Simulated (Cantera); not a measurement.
What does this Cantera script print?

```python
import numpy as np
import cantera as ct

gas_names = """
    C CH CH2 CH3 CH2OH CH3O CH4 CH3OH CO CO2 COOH C2 C2H CHCO,ketyl C2H2,acetylene C2H2,vinylidene
    CH2CO,ketene C2H3,vinyl CH3CO,acetyl C2H4 C2H4O,ethylen CH3CHO,ethanal CH3COOH (HCOOH)2 C2H5 C2H6
    CH3OCH3 C2H5OH C2O C3 C3H3,propargyl C3H4,allene C3H4,propyne C3H4,cyclo- C3H5,allyl C3H6,propylene
    C3H6,cyclo- C3H6O C3H7,n-propyl C3H7,i-propyl C3H8 C3H8O,1propanol C3H8O,2propanol C3O2 C4 C4H2
    C4H4,1,3-cyclo- C4H6,butadiene C4H6,2-butyne C4H6,cyclo- C4H8,1-butene C4H8,cis2-buten
    C4H8,tr2-butene C4H8,isobutene C4H8,cyclo- (CH3COOH)2 C4H9,n-butyl C4H9,i-butyl C4H9,s-butyl
    C4H9,t-butyl C4H10,isobutane C4H10,n-butane C5 C5H6,1,3cyclo- C5H8,cyclo- C5H10,1-pentene
    C5H10,cyclo- C5H11,pentyl C5H11,t-pentyl C5H12,n-pentane C5H12,i-pentane CH3C(CH3)2CH3 C6H2
    C6H5,phenyl C6H5O,phenoxy C6H6 C6H5OH,phenol C6H10,cyclo- C6H12,1-hexene C6H12,cyclo- C6H13,n-hexyl
    C7H7,benzyl C7H8 C7H8O,cresol C7H14,1-heptene C7H15,n-heptyl C7H16,n-heptane C8H8,styrene
    C8H10,ethylbenz C8H16,1-octene C8H17,n-octyl C8H18,isooctane C8H18,n-octane C9H19,n-nonyl
    C10H8,naphthale C10H21,n-decyl C12H9,o-bipheny C12H10,bipheny H HCO HO2 H2 HCHO,formaldehy HCOOH H2O
    H2O2 O OH O2 O3
""".split()
cond_names = """
    C(gr) C6H6(L) C7H8(L) C8H18(L),n-octa H2O(s) H2O(L)
""".split()


def load(file, names, dense=False):
    # The tables refer to 1 bar. Condensed volumes are neglected.
    table = {s.name: s for s in ct.Species.list_from_file(file)}
    out = []
    for n in names:
        d = dict(table[n].input_data)
        d["thermo"] = dict(d["thermo"], **{"reference-pressure": 1e5})
        if dense:
            d["equation-of-state"] = {"model": "constant-volume", "density": "1e6 g/cm^3"}
        out.append(ct.Species.from_dict(d))
    return out


gas = ct.Solution(thermo="ideal-gas", species=load("nasa_gas.yaml", gas_names))
cond = {s.name: ct.Solution(thermo="fixed-stoichiometry", species=[s], name=s.name)
        for s in load("nasa_condensed.yaml", cond_names, dense=True)}
atoms = {
    'toluene': {'C': 7, 'H': 8},
    'O2': {'O': 2},
    'H2': {'H': 2},
}
top_T = {'C(gr)': 4500}  # K; cautious upper limits of use, not melting points


def equilibrate(T, P, feed):
    n = {}
    for name, mol in feed.items():
        for a, k in atoms[name].items():
            n[a] = n.get(a, 0.0) + k * mol
    gas.TPX = T, P, n
    mass = sum(n.values()) * gas.mean_molecular_weight
    gas.equilibrate("TP")
    valid = [c for c in cond.values() if c.min_temp <= T <= top_T.get(c.name, c.max_temp)]
    mix = ct.Mixture([(gas, mass / gas.mean_molecular_weight)] + [(c, 0.0) for c in valid])
    mix.T, mix.P = T, P
    mix.equilibrate("TP", solver="vcs", rtol=1e-11, max_steps=5000)
    return mix


results = []
feed = {'toluene': 1, 'O2': 0.039, 'H2': 33}  # mol
P = 5300  # Pa
for T in [2000, 2025, 2050, 2075, 2100, 2125, 2150, 2175, 2200, 2225, 2250, 2275, 2300, 2325]:
    mix = equilibrate(T, P, feed)
    results.append((T, P, feed, dict(zip(mix.species_names, mix.species_moles))))
    x = sorted(zip(gas.X, gas.species_names), reverse=True)
    print(f"T = {T:g} K  P = {P:g} Pa  gas = {mix.phase_moles(0):.4g} mol")
    print("   x: " + "  ".join(f"{s} {v:.3e}" for v, s in x if v > 0.0001))
    print("   condensed (mol): " + ("  ".join(f"{mix.phase(i).name} {mix.phase_moles(i):.4g}"
          for i in range(1, mix.n_phases) if mix.phase_moles(i) > 1e-12) or "none"))
```

It prints:

```
T = 2000 K  P = 5300 Pa  gas = 37.21 mol
   x: H2 9.901e-01  H 7.029e-03  CO 2.096e-03  C2H2,acetylene 7.606e-04
   condensed (mol): C(gr) 6.864
T = 2025 K  P = 5300 Pa  gas = 37.23 mol
   x: H2 9.887e-01  H 8.313e-03  CO 2.095e-03  C2H2,acetylene 8.947e-04
   condensed (mol): C(gr) 6.854
T = 2050 K  P = 5300 Pa  gas = 37.26 mol
   x: H2 9.870e-01  H 9.790e-03  CO 2.093e-03  C2H2,acetylene 1.048e-03
   condensed (mol): C(gr) 6.843
T = 2075 K  P = 5300 Pa  gas = 37.29 mol
   x: H2 9.852e-01  H 1.148e-02  CO 2.092e-03  C2H2,acetylene 1.222e-03
   condensed (mol): C(gr) 6.83
T = 2100 K  P = 5300 Pa  gas = 37.33 mol
   x: H2 9.830e-01  H 1.342e-02  CO 2.090e-03  C2H2,acetylene 1.420e-03
   condensed (mol): C(gr) 6.815
T = 2125 K  P = 5300 Pa  gas = 37.37 mol
   x: H2 9.806e-01  H 1.562e-02  CO 2.087e-03  C2H2,acetylene 1.643e-03
   condensed (mol): C(gr) 6.798
T = 2150 K  P = 5300 Pa  gas = 37.42 mol
   x: H2 9.779e-01  H 1.812e-02  CO 2.085e-03  C2H2,acetylene 1.894e-03
   condensed (mol): C(gr) 6.779
T = 2175 K  P = 5300 Pa  gas = 37.47 mol
   x: H2 9.748e-01  H 2.094e-02  C2H2,acetylene 2.175e-03  CO 2.082e-03
   condensed (mol): C(gr) 6.758
T = 2200 K  P = 5300 Pa  gas = 37.53 mol
   x: H2 9.713e-01  H 2.411e-02  C2H2,acetylene 2.489e-03  CO 2.078e-03
   condensed (mol): C(gr) 6.734
T = 2225 K  P = 5300 Pa  gas = 37.6 mol
   x: H2 9.674e-01  H 2.767e-02  C2H2,acetylene 2.838e-03  CO 2.075e-03
   condensed (mol): C(gr) 6.707
T = 2250 K  P = 5300 Pa  gas = 37.67 mol
   x: H2 9.630e-01  H 3.166e-02  C2H2,acetylene 3.224e-03  CO 2.070e-03
   condensed (mol): C(gr) 6.677
T = 2275 K  P = 5300 Pa  gas = 37.76 mol
   x: H2 9.582e-01  H 3.610e-02  C2H2,acetylene 3.649e-03  CO 2.066e-03
   condensed (mol): C(gr) 6.644
T = 2300 K  P = 5300 Pa  gas = 37.85 mol
   x: H2 9.528e-01  H 4.103e-02  C2H2,acetylene 4.117e-03  CO 2.061e-03
   condensed (mol): C(gr) 6.608
T = 2325 K  P = 5300 Pa  gas = 37.96 mol
   x: H2 9.468e-01  H 4.650e-02  C2H2,acetylene 4.629e-03  CO 2.055e-03
   condensed (mol): C(gr) 6.567
```

These are equilibrium values from Cantera (NASA tables, ideal gas, pure condensed phases), not measurements of a reactor.
